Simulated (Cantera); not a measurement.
A closed system holds: 1 mol HMDSO, 1 mol NO, 5.2 mol H₂, at 3700 Pa.

Method: chemical equilibrium by Gibbs-energy minimisation in Cantera with the NASA 1993 tables (ideal gas, pure condensed phases). Candidate condensed phases: C, C₆H₆, C₇H₈, C₈H₁₈, H₂O, Si, SiC, SiO₂, Si₂N₂O, Si₃N₄; 151 gas species. The feed counts by its element totals alone. Mutual solubility and eutectic melting of coexisting phases are not modelled. Equilibrium is a limit: real reactors are often held back by kinetics, nucleation or transport.

Question: At 1073 K, list the 3 most abundant gas species with their mole fractions, and the condensed phases.

Answer: H₂ 0.998, CH₄ 0.00169, CO 4.05e-5. Condensed: C(graphite) + SiC(s) + SiO₂(β-quartz) + Si₂N₂O(s).
